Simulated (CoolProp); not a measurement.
Properties of octamethylcyclotetrasiloxane (D4) along the isotherm 572.1 K (Tc = 586.5 K, pc = 1347 kPa, ω = 0.598).

Model: reference Helmholtz-energy equation of state, Thol 2015, in CoolProp.

```csv
p (kPa),phase,density (kg/m³),cp (kJ/(kg K)),cv (kJ/(kg K)),expansivity (1/kK),fugacity coefficient
44.9,gas,2.837,1.954,1.923,1.836,0.9871
89.8,gas,5.751,1.957,1.925,1.931,0.9743
135,gas,8.768,1.961,1.926,2.035,0.9615
180,gas,11.86,1.966,1.928,2.147,0.9487
225,gas,15.05,1.970,1.930,2.269,0.9360
269,gas,18.27,1.975,1.931,2.399,0.9236
314,gas,21.68,1.981,1.933,2.544,0.9109
359,gas,25.21,1.987,1.935,2.704,0.8983
404,gas,28.88,1.994,1.937,2.882,0.8857
449,gas,32.70,2.001,1.939,3.080,0.8731
494,gas,36.69,2.010,1.941,3.302,0.8605
539,gas,40.86,2.019,1.943,3.552,0.8479
584,gas,45.25,2.030,1.945,3.838,0.8354
629,gas,49.87,2.042,1.948,4.166,0.8228
674,gas,54.77,2.056,1.950,4.548,0.8102
```
